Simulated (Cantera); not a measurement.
A closed system holds: 1 mol S, a varied amount of O2, 0.25 mol H2, equilibrated at 1552 °C and 0.00260 bar.

These are equilibrium values from Cantera (NASA tables, ideal gas, pure condensed phases), not measurements of a reactor. Candidate condensed phases: H2O, H2SO4, S; 19 gas species. Kinetics and transport are ignored.

### Question
At 0.55 mol O2, list the 6 most abundant gas species with their mole fractions, and the condensed phases.

### Answer
SO2 0.418, S2 0.225, H2O 0.150, SO 0.0956, H2 0.0892, S 0.00843. Condensed: gas only.
